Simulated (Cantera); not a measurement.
Premixed flame

A freely propagating, adiabatic, planar premixed flame of CH4 : C2H6 : O2 : N2 = 1 : 0.043 : 2.39 : 5.97 (molar parts), equivalence ratio 0.90, unburnt at 450 K and 0.250 bar; mixture-averaged transport, grid criteria slope 0.08 and curve 0.16, no radiation.

Computed with Cantera and GRI-Mech 3.0 (53 species, 325 reactions). Burning velocities carry a grid error of a few per cent, more on coarse grids.

```json
[
 {"z (mm)": "-2.57", "T (K)": "450", "u (m/s)": "1.61", "x CH4": "0.106", "x C2H6": "0.00457", "x O2": "0.254", "x H2O": "3.08e-6", "x N2O": "<1e-8", "x C2H2": "<1e-8"},
 {"z (mm)": "-1.72", "T (K)": "450", "u (m/s)": "1.61", "x CH4": "0.106", "x C2H6": "0.00457", "x O2": "0.254", "x H2O": "5.72e-5", "x N2O": "<1e-8", "x C2H2": "<1e-8"},
 {"z (mm)": "-1.29", "T (K)": "453", "u (m/s)": "1.63", "x CH4": "0.106", "x C2H6": "0.00455", "x O2": "0.253", "x H2O": "0.000407", "x N2O": "<1e-8", "x C2H2": "2.70e-8"},
 {"z (mm)": "-0.858", "T (K)": "490", "u (m/s)": "1.77", "x CH4": "0.103", "x C2H6": "0.00450", "x O2": "0.250", "x H2O": "0.00471", "x N2O": "<1e-8", "x C2H2": "7.52e-7"},
 {"z (mm)": "-0.429", "T (K)": "904", "u (m/s)": "3.33", "x CH4": "0.0781", "x C2H6": "0.00395", "x O2": "0.216", "x H2O": "0.0485", "x N2O": "<1e-8", "x C2H2": "2.50e-5"},
 {"z (mm)": "-0.214", "T (K)": "1368", "u (m/s)": "5.13", "x CH4": "0.0446", "x C2H6": "0.00191", "x O2": "0.168", "x H2O": "0.0990", "x N2O": "<1e-8", "x C2H2": "8.84e-5"},
 {"z (mm)": "0", "T (K)": "1794", "u (m/s)": "6.82", "x CH4": "0.0127", "x C2H6": "0.000147", "x O2": "0.111", "x H2O": "0.149", "x N2O": "1.49e-8", "x C2H2": "0.000157"},
 {"z (mm)": "0.214", "T (K)": "1980", "u (m/s)": "7.56", "x CH4": "0.00154", "x C2H6": "1.21e-6", "x O2": "0.0744", "x H2O": "0.174", "x N2O": "2.55e-8", "x C2H2": "4.33e-5"},
 {"z (mm)": "0.429", "T (K)": "2022", "u (m/s)": "7.71", "x CH4": "0.000105", "x C2H6": "<1e-8", "x O2": "0.0591", "x H2O": "0.180", "x N2O": "3.33e-8", "x C2H2": "2.61e-6"},
 {"z (mm)": "0.858", "T (K)": "2050", "u (m/s)": "7.78", "x CH4": "5.08e-7", "x C2H6": "<1e-8", "x O2": "0.0506", "x H2O": "0.180", "x N2O": "3.81e-8", "x C2H2": "<1e-8"},
 {"z (mm)": "1.72", "T (K)": "2085", "u (m/s)": "7.87", "x CH4": "<1e-8", "x C2H6": "<1e-8", "x O2": "0.0471", "x H2O": "0.179", "x N2O": "3.89e-8", "x C2H2": "<1e-8"},
 {"z (mm)": "3.43", "T (K)": "2133", "u (m/s)": "8.02", "x CH4": "<1e-8", "x C2H6": "<1e-8", "x O2": "0.0454", "x H2O": "0.181", "x N2O": "4.21e-8", "x C2H2": "<1e-8"},
 {"z (mm)": "6.86", "T (K)": "2203", "u (m/s)": "8.24", "x CH4": "<1e-8", "x C2H6": "<1e-8", "x O2": "0.0435", "x H2O": "0.186", "x N2O": "5.04e-8", "x C2H2": "<1e-8"}
]
```
x: mole fraction of selected species; z is measured from the peak of heat release.

```yaml
laminar_burning_velocity: 161 cm/s
thermal_thickness: 0.858 mm
peak x(C2H2): 0.000159
grid_points: 176
```
